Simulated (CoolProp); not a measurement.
Vapour-liquid equilibrium of R22 (1) + n-hexane (2) at 0.782 bar; x and y are mole fractions of (1).

Computed with CoolProp (multi-fluid Helmholtz-energy mixture model, Kamei 1995 and Thol 2019; pair parameters Bell 2016).

| x | bubble temperature (K) | y at the bubble point | dew temperature at overall composition x (K) | liquid density (mol/L) |
|---|---|---|---|---|
| 0.05 | 291.8 | 0.809 | 332.3 | 7.863 |
| 0.125 | 264.2 | 0.956 | 329.8 | 8.495 |
| 0.2 | 251.9 | 0.981 | 327.2 | 9.004 |
| 0.275 | 245.0 | 0.989 | 324.4 | 9.491 |
| 0.35 | 240.7 | 0.992 | 321.4 | 9.986 |
| 0.425 | 237.8 | 0.994 | 318.1 | 10.50 |
| 0.5 | 235.8 | 0.995 | 314.4 | 11.06 |
| 0.575 | 234.2 | 0.996 | 310.3 | 11.65 |
| 0.65 | 232.9 | 0.997 | 305.5 | 12.30 |
| 0.725 | 231.7 | 0.997 | 299.9 | 13.02 |
| 0.8 | 230.6 | 0.998 | 292.8 | 13.82 |
| 0.875 | 229.3 | 0.999 | 283.1 | 14.71 |
| 0.95 | 228.0 | 0.999 | 266.5 | 15.72 |

No azeotrope shows between x = 0.05 and 0.95.

The pair parameters rest on a limited set of measurements; away from them the model extrapolates. With so large a gap from Raoult's law the liquid may split in two, which this calculation doesn't test in full.
